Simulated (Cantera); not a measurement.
Feed: 1 mol Ti(OiPr)4, 0.12 mol O2, 330 mol H2, at 1375 K and 1.30 mbar.

Cantera equilibrium calculation (NASA polynomials, part measured and part estimated; ideal gas, pure solids and liquids). Candidate condensed phases: C, C6H6, C7H8, C8H18, H2O, Ti, TiC, TiO, TiO2, Ti2O3, Ti3O5, Ti4O7; 113 gas species. The feed counts by its element totals alone. TiC: taken at fixed stoichiometry. Equilibrium is a limit: real reactors are often held back by kinetics, nucleation or transport.

Base state: H2 0.988, CO 0.0122, H 9.44e-5 (mole fractions); condensed: C(graphite) + TiC(s).

### Question
What changes in the equilibrium state with this change: temperature from 1375 K to 1598.15 K?

### Answer
```csv
species,before,after
H2,0.988,0.986
CO,0.0122,0.0122
H,9.44e-5,0.00147
C2H2 (acetylene),1.76e-6,2.66e-5
"C(graphite), mol",6.76,6.74
"TiC(s), mol",1.00,1.00
```
